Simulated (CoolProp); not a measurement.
The fluid at 293.15 K and 0.601 MPa is compressed adiabatically to 2.24 MPa with isentropic efficiency 0.8. The same conditions are run with several fluids, on thermodynamics alone (safety and materials aside).

Values from CoolProp's reference Helmholtz-energy equation of state of each fluid (ethylene: Smukala 2000; carbon monoxide: Lemmon 2006; CH3F (R41): Lemmon 2006; carbonyl sulfide: Lemmon 2006; R13: Platzer 1990). The equations of Platzer and Polt are older, rougher fits.

```csv
fluid,work (kJ/kg),final temperature (K),final density (kg/m³)
ethylene,[?],392.2,20.3
carbon monoxide,[?],459.7,16.3
CH3F (R41),[?],[?],[?]
carbonyl sulfide,69.3,401.3,[?]
R13,[?],360.4,[?]
```

### Question
Fill in the missing entries.

### Answer

- ethylene, work (kJ/kg): 155
- carbon monoxide, work (kJ/kg): 174
- CH3F (R41), work (kJ/kg): 128
- CH3F (R41), final temperature (K): 408.0
- CH3F (R41), final density (kg/m³): 24.0
- carbonyl sulfide, final density (kg/m³): 45.1
- R13, work (kJ/kg): 38.2
- R13, final density (kg/m³): 88.0
